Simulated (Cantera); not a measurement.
Mixture: CH₄ : O₂ : N₂ = 1 : 3.17 : 11.9 (molar parts), at 100000 Pa, adiabatic and at constant pressure. Ignition delay is the time to a rise of 400 K.

Cantera simulation using GRI-Mech 3.0 (53 species, 325 reactions); the numbers are that mechanism's predictions, not measurements.

| quantity | before | after |
|---|---|---|
| delay at 1000 K | 0.875 s | 0.238 s |
| delay at 1200 K | 35.9 ms | 12.1 ms |
| delay at 1400 K | 2.79 ms | 1.09 ms |
| delay at 1600 K | 0.420 ms | 0.160 ms |
| delay at 1800 K | 0.109 ms | 37.8 µs |
| apparent activation energy between 1700 and 1900 K | 160 kJ/mol | 170 kJ/mol |

Problem. Name the change that produced these shifts.
(A) O2 3.17 to 1.8 parts
(B) pressure from 100000 Pa to 2900000 Pa
(C) pressure from 100000 Pa to 330000 Pa
(D) pressure from 100000 Pa to 1000000 Pa

Solution. C, pressure from 100000 Pa to 330000 Pa
